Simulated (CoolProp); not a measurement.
Vapour-liquid equilibrium of ethylene (1) + n-butane (2) at 106 kPa; x and y are mole fractions of (1).

The numbers come from the multi-fluid Helmholtz-energy mixture model, Smukala 2000 and Bücker 2006; pair parameters Bell 2016 in CoolProp.

Question: Give the bubble temperature and the first vapour's composition at x = 0.35, 0.65, 0.95. Is there an azeotrope?

Answer: x = 0.35: 191.8 K, y = 0.993; x = 0.65: 179.4 K, y = 0.999; x = 0.95: 171.1 K, y = 1.000. No azeotrope shows between x = 0.05 and 0.95.

The pair parameters rest on a limited set of measurements; away from them the model extrapolates. The gap from Raoult's law changes sign with composition, which may be real or a fault of the pair parameters; it wasn't checked against measurements.
